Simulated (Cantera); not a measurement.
Cantera run:

```python
import numpy as np
import cantera as ct

gas_names = """
    B BH BH2 BH3 BO BO2 B2 B2O B2O2 B2O3 B3O3H3 H HBO HBO2 HO2 H2 H2O H2O2 H3B3O6 O OH O2 O3
""".split()
cond_names = """
    B(b) B(L) B2O3(L) B3O3H3(cr) H2O(s) H2O(L)
""".split()


# ... load() reads the species with a 1 bar reference pressure and builds the phases ...
atoms = {
    'B2O3': {'B': 2, 'O': 3},
    'O2': {'O': 2},
    'H2': {'H': 2},
}
top_T = {}  # K; cautious upper limits of use, not melting points


# ... equilibrate(T, P, feed) seeds the gas with the atoms and calls Mixture.equilibrate('TP', solver="vcs", rtol=1e-11, max_steps=5000) ...
results = []
feed = {'B2O3': 1, 'O2': 0.53, 'H2': 30}  # mol
P = 1333.22  # Pa
for T in [1123, 1223, 1323, 1423, 1523, 1623, 1723, 1823, 1923, 2023]:
    mix = equilibrate(T, P, feed)
    results.append((T, P, feed, dict(zip(mix.species_names, mix.species_moles))))

top = {s: max(r[3][s] / sum(r[3][g] for g in gas_names) for r in results) for s in gas_names}
cols = sorted((s for s in top if top[s] > 0.001), key=lambda s: -top[s])[:5]
seen = [c for c in cond_names if any(r[3].get(c, 0) > 1e-12 for r in results)]
print("log10 of partial pressures in bar; condensed amounts in mol")
print(f"{'T/K':>10s}" + "".join(f"{s[:9]:>10s}" for s in cols + seen))
for T, P, feed, n in results:
    ng = sum(n[g] for g in gas_names)
    print(f"{T:10.4g}" + "".join(f"{np.log10(max(n[s] / ng * P / 1e5, 1e-99)):10.3f}" for s in cols)
          + "".join(f"{n.get(c, 0):10.4g}" for c in seen))
```

It prints:

```
log10 of partial pressures in bar; condensed amounts in mol
       T/K        H2      HBO2       H2O         H       HBO   B2O3(L)
      1123    -1.891    -5.256    -3.330    -8.316    -8.443    0.9932
      1223    -1.891    -4.610    -3.339    -7.467    -7.343    0.9719
      1323    -1.892    -4.078    -3.369    -6.746    -6.406    0.9043
      1423    -1.895    -3.652    -3.447    -6.125    -5.581    0.7348
      1523    -1.900    -3.338    -3.620    -5.586    -4.820     0.376
      1623    -1.907    -3.219    -3.749    -5.114    -4.333         0
      1723    -1.908    -3.237    -3.697    -4.693    -4.189         0
      1823    -1.910    -3.257    -3.646    -4.318    -4.068         0
      1923    -1.913    -3.278    -3.596    -3.982    -3.971         0
      2023    -1.918    -3.303    -3.546    -3.680    -3.896         0
```

These are equilibrium values from Cantera (NASA tables, ideal gas, pure condensed phases), not measurements of a reactor. Gases not in the tables: H3BO3.
